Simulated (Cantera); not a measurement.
An adiabatic, constant-pressure homogeneous reactor starts with CH₄ : O₂ : N₂ = 1 : 2.7 : 10.2 (molar parts), equivalence ratio 0.74, at 1375 K and 0.620 bar.

Detailed kinetics in Cantera: GRI-Mech 3.0 (53 species, 325 reactions).

Q: Predict: time of steepest temperature rise; temperature at 3.00 s; equilibrium temperature; x(O₂) at 3.00 s; x(H₂O₂) at 3.00 s; x(H₂O) at 3.00 s; x(CO) at 3.00 s.

A: 
```
Item                                                                Result
---------------------------------  ---------------------------------------
time of steepest temperature rise                                  5.77 ms
temperature at 3.00 s                                               2543 K
equilibrium temperature                                             2543 K
x(O₂) at 3.00 s                      0.0484 (gas-phase equilibrium 0.0484)
x(H₂O₂) at 3.00 s                  1.70e-7 (gas-phase equilibrium 1.70e-7)
x(H₂O) at 3.00 s                       0.127 (gas-phase equilibrium 0.127)
x(CO) at 3.00 s                      0.0149 (gas-phase equilibrium 0.0149)
```
